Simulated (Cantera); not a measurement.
Feed: 1 mol AlN, 47 mol HCl, 1.3 mol N2, at 1925 K and 0.100 bar.

Cantera equilibrium calculation (NASA polynomials, part measured and part estimated; ideal gas, pure solids and liquids). Candidate condensed phases: Al, AlCl3, AlN, NH4Cl; 20 gas species. The tables' values for AlCl2 are old estimates; treat these amounts as uncertain. Equilibrium is a limit: real reactors are often held back by kinetics, nucleation or transport.

Base state: HCl 0.896, N2 0.0370, H2 0.0354, AlCl3 0.0195, Cl 0.0108, AlCl2 0.000986, H 0.000569, AlCl 0.000114 (mole fractions); condensed: gas only.

Task: What changes in the equilibrium state with this change: temperature from 1925 K to 1973 K?

Result: 
```tsv
species	before	after
HCl	0.896	0.890
H2	0.0354	0.0369
N2	0.0370	0.0369
Cl	0.0108	0.0148
AlCl3	0.0195	0.0190
AlCl	0.000114	0.000194
H	0.000569	0.000820
AlCl2	0.000986	0.00134
Cl2	3.90e-5	4.94e-5
```

Task: What changes in the equilibrium state with this change: temperature from 1925 K to 1048 K?

Result: 
```tsv
species	before	after
HCl	0.896	0.911
N2	0.0370	0.0373
H2	0.0354	0.0311
Cl	0.0108	1.15e-7
AlCl3	0.0195	0.0207
H	0.000569	4.31e-9
AlCl	0.000114	<1e-9
AlCl2	0.000986	2.31e-8
Cl2	3.90e-5	2.24e-9
```
